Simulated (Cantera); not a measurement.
Input: 1 mol PbO, 0.8 mol H2O, 0.76 mol N2, at 1698.15 K.

Method: chemical equilibrium by Gibbs-energy minimisation in Cantera with the NASA 1993 tables (ideal gas, pure condensed phases). Candidate condensed phases: H2O, Pb, PbO, PbO2, Pb3O4; 27 gas species. Gases not in the tables: (PbO)n polymers. Rates play no part.

x: gas mole fraction; n: condensed amount in mol.

| P (Pa) | x H2O | x N2 | x PbO | x Pb | x O2 | n PbO(l) |
|---|---|---|---|---|---|---|
| 1000 | 0.290 | 0.276 | 0.224 | 0.139 | 0.0686 | 0 |
| 4000 | 0.296 | 0.282 | 0.272 | 0.0994 | 0.0491 | 0 |
| 16000 | 0.301 | 0.286 | 0.309 | 0.0682 | 0.0337 | 0 |
| 63000 | (withheld) | (withheld) | (withheld) | (withheld) | (withheld) | (withheld) |
| 250000 | 0.491 | 0.467 | (withheld) | (withheld) | (withheld) | 0.938 |
| 1000000 | 0.507 | 0.482 | 0.00799 | 0.00152 | 0.000725 | 0.985 |

Problem. Some entries are withheld; supply them.

Solution. 
- 63000, x H2O: 0.429
- 63000, x N2: 0.408
- 63000, x PbO: 0.127
- 63000, x Pb: 0.0240
- 63000, x O2: 0.0117
- 63000, n PbO(l): 0.719
- 250000, x PbO: 0.0320
- 250000, x Pb: 0.00608
- 250000, x O2: 0.00291
